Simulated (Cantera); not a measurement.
A closed system holds: 1 mol SiCl₄, 13 mol H₂, equilibrated at 8.90 mbar.

Cantera equilibrium calculation (NASA polynomials, part measured and part estimated; ideal gas, pure solids and liquids). Candidate condensed phases: Si; 19 gas species. The tables' values for SiCl, SiCl₃ are old estimates; treat these amounts as uncertain. Gases not in the tables: Si₂H₆ and higher silanes. The numbers say what is thermodynamically allowed, not how fast it happens. All values below are at 2000 K.

Base state: H₂ 0.776, HCl 0.141, SiCl₂ 0.0583, H 0.0152, Si 0.00462, SiCl 0.00208, Cl 0.00206, SiH 0.000261 (mole fractions); condensed: gas only.

Question: What changes in the equilibrium state with this change: H₂ from 13 to 44 mol?

Answer: 
```csv
species,before,after
H₂,0.776,0.903
HCl,0.141,0.0629
H,0.0152,0.0164
SiCl₂,0.0583,0.0105
SiCl₃,0.000203,1.51e-5
Cl,0.00206,0.000850
"Si(l), mol",0,0.214
```
